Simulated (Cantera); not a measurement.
A freely propagating, adiabatic, planar premixed flame of CO : H2 : O2 : N2 = 1 : 0.033 : 0.344 : 1.29 (molar parts), equivalence ratio 1.5, unburnt at 375 K and 9.87 atm; mixture-averaged transport, grid criteria slope 0.08 and curve 0.16, no radiation.

Model: GRI-Mech 3.0 (53 species, 325 reactions), integrated in Cantera. The hydrogen kinetics of GRI-Mech 3.0 are dated; newer H2 mechanisms differ, most at raised pressure. Burning velocities carry a grid error of a few per cent, more on coarse grids.

**Question.** What does this change do: 0.089 parts H2O added?

**Answer.** 
```json
[
 {"quantity": "laminar burning velocity", "before": "43.9 cm/s", "after": "55.7 cm/s"},
 {"quantity": "thermal thickness", "before": "0.0625 mm", "after": "0.0490 mm"},
 {"quantity": "peak x(HO2)", "before": "0.000476", "after": "0.000627"}
]
```

**Question.** What does this change do: N2 1.29 to 1 parts?

**Answer.** 
| quantity | before | after |
|---|---|---|
| laminar burning velocity | 43.9 cm/s | 56.3 cm/s |
| thermal thickness | 0.0625 mm | 0.0551 mm |
| peak x(HO2) | 0.000476 | 0.000590 |

**Question.** What does this change do: O2 0.344 to 0.26 parts?

**Answer.** 
| quantity | before | after |
|---|---|---|
| laminar burning velocity | 43.9 cm/s | 36.8 cm/s |
| thermal thickness | 0.0625 mm | 0.0605 mm |
| peak x(HO2) | 0.000476 | 0.000415 |
